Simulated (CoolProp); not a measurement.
Vapour-liquid equilibrium of n-butane (1) + cyclohexane (2) at 139 kPa; x and y are mole fractions of (1).

Model: multi-fluid Helmholtz-energy mixture model, Bücker 2006 and Zhou 2014; pair parameters Bell 2016, in CoolProp.

### Question
Give the bubble temperature and the first vapour's composition at x = 0.05, 0.45, 0.85. Is there an azeotrope?

### Answer
x = 0.05: 82.1 °C, y = 0.269; x = 0.45: 31.6 °C, y = 0.931; x = 0.85: 12.6 °C, y = 0.992. No azeotrope shows between x = 0.05 and 0.95.

Pair parameters are fitted to limited data, so mixtures are less certain than the pure fluids.
